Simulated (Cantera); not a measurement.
An isothermal, constant-pressure homogeneous reactor starts with CH4 : N2 = 1 : 9.3 (molar parts), at 1648 K and 750 Torr.

Model: GRI-Mech 3.0 (53 species, 325 reactions), integrated in Cantera. GRI-Mech 3.0 stops at C3 and has no aromatics, soot or wall deposition, so with more carbon than oxygen in the feed, carbon stays in small species such as C2H2 where larger ones or solid carbon would form.

### Question
Predict: x(CH4) at 3.00 s; x(H) at 3.00 s; x(C2H2) at 3.00 s; x(CH2) at 3.00 s; x(CH3) at 3.00 s.

### Answer
```
Property                                             Value
-----------------  ---------------------------------------
x(CH4) at 3.00 s   0.00198 (gas-phase equilibrium 0.00112)
x(H) at 3.00 s     3.23e-5 (gas-phase equilibrium 3.25e-5)
x(C2H2) at 3.00 s    0.0430 (gas-phase equilibrium 0.0141)
x(CH2) at 3.00 s   2.44e-9 (gas-phase equilibrium 1.37e-9)
x(CH3) at 3.00 s   9.98e-6 (gas-phase equilibrium 5.63e-6)
```
